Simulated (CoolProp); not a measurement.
A closed Brayton cycle with carbon dioxide: compressor inlet 324.15 K and 7.6 MPa, high pressure 26.2 MPa, turbine inlet 705 K, compressor efficiency 0.8, turbine efficiency 0.9, recuperator effectiveness 0.95 (on enthalpy, no pinch check). Each further row changes one setting.

Values from CoolProp's reference Helmholtz-energy equation of state, Span 1996.

```csv
case,thermal efficiency (%),net work (kJ/kg),compressor to turbine work,compressor exit (K),turbine exit (K)
as stated,…,57.2,0.57,435.4,571.3
turbine inlet 655 K,22.4,…,0.62,435.4,526.3
compressor inlet 334.15 K,23.8,…,0.62,452.1,571.3
high pressure 22.3 MPa,…,53.9,…,420.2,…
recuperator effectiveness 0.5,…,57.2,0.57,435.4,571.3
```

**Question.** Complete the blanks.

**Answer.** 
- as stated, thermal efficiency (%): 26.4
- turbine inlet 655 K, net work (kJ/kg): 45.3
- compressor inlet 334.15 K, net work (kJ/kg): 49.4
- high pressure 22.3 MPa, thermal efficiency (%): 27.2
- high pressure 22.3 MPa, compressor to turbine work: 0.54
- high pressure 22.3 MPa, turbine exit (K): 588.3
- recuperator effectiveness 0.5, thermal efficiency (%): 20.0
